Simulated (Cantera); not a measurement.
# Fe3O4 + H2 (hydrogen reduction and annealing atmospheres)

A closed system holds: 1 mol Fe3O4, 360 mol H2, equilibrated at 750 Torr.

These are equilibrium values from Cantera (NASA tables, ideal gas, pure condensed phases), not measurements of a reactor. Candidate condensed phases: Fe, FeO, Fe(OH)2, Fe(OH)3, Fe2O3, Fe3O4, H2O; 12 gas species. Kinetics and transport are ignored.

```
T (°C)   x H2   x H2O       x H  n Fe(α)  n Fe(γ)
------  -----  ------  --------  -------  -------
550     0.989  0.0111  7.29e-12     3.00        0
600     0.989  0.0111  4.65e-11     3.00        0
650     0.989  0.0111  2.43e-10     3.00        0
700     0.989  0.0111   1.08e-9     3.00        0
750     0.989  0.0111   4.12e-9     3.00        0
800     0.989  0.0111   1.39e-8     3.00        0
850     0.989  0.0111   4.23e-8     3.00        0
900     0.989  0.0111   1.17e-7     3.00        0
950     0.989  0.0111   2.99e-7        0     3.00
```
x: gas mole fraction; n: condensed amount in mol.

From 550 °C to 900 °C the condensed part is Fe(α). At 950 °C the condensed part is Fe(γ).
